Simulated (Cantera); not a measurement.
A freely propagating, adiabatic, planar premixed flame of CH4 : H2 : O2 : N2 = 1 : 0.15 : 1.89 : 7.09 (molar parts), equivalence ratio 1.1, unburnt at 550 K and 0.370 bar; mixture-averaged transport, grid criteria slope 0.08 and curve 0.16, no radiation.

Cantera simulation using GRI-Mech 3.0 (53 species, 325 reactions); the numbers are that mechanism's predictions, not measurements. Burning velocities carry a grid error of a few per cent, more on coarse grids.

**Question.** How do the results move with these cheaper or finer settings: unity-Lewis-number transport; multicomponent transport; multicomponent+Soret transport; grid criteria slope 0.5, curve 1; grid criteria slope 0.25, curve 0.5; grid criteria slope 0.03, curve 0.06?

**Answer.** 
| setting | laminar burning velocity | thermal thickness | peak x(CO) | peak x(C2H) | grid points |
|---|---|---|---|---|---|
| as above | 151 cm/s | 0.759 mm | 0.0618 | 5.99e-7 | 160 |
| unity-Lewis-number transport | 99.7 cm/s | 0.924 mm | 0.0555 | 3.74e-7 | 143 |
| multicomponent transport | 150 cm/s | 0.769 mm | 0.0619 | 6.05e-7 | 160 |
| multicomponent+Soret transport | 149 cm/s | 0.763 mm | 0.0617 | 5.66e-7 | 160 |
| grid criteria slope 0.5, curve 1 | 166 cm/s | 0.858 mm | 0.0619 | 5.80e-7 | 51 |
| grid criteria slope 0.25, curve 0.5 | 157 cm/s | 0.796 mm | 0.0619 | 5.93e-7 | 70 |
| grid criteria slope 0.03, curve 0.06 | 148 cm/s | 0.753 mm | 0.0618 | 5.98e-7 | 383 |
The base run took around 8 core-seconds (rough).
Unity Lewis numbers drop preferential diffusion, which matters most where H2 and H carry the flame; Soret adds thermal diffusion.
